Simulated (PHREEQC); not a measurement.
Solution (61 °C): 0.0015 mol/kgw Na2SeO3. Closed to the air; pH follows from the charge balance.

Model: ion-association model, wateq4f.dat, run in PHREEQC.

```
quantity                    before    after
------------------------  --------  -------
pH                            9.25     9.68
ionic strength (mol/kgw)   0.00431  0.00443
SeO3-2 (mol/kgw)           0.00131  0.00143
HSeO3- (mol/kgw)          0.000187  7.51e-5
```

### Question
Which change was made?
A. Na2SeO3 from 0.0015 to 0.003 mol/kgw
B. Na2SeO3 from 0.0015 to 0.00135 mol/kgw
C. temperature from 61 to 55 °C
D. temperature from 61 to 10 °C
E. temperature from 61 to 30 °C

### Answer
E, temperature from 61 to 30 °C

Precipitation was switched off in this run. Away from 25 °C the constants follow the database's enthalpies or fits; those with neither stay at their 25 °C values.
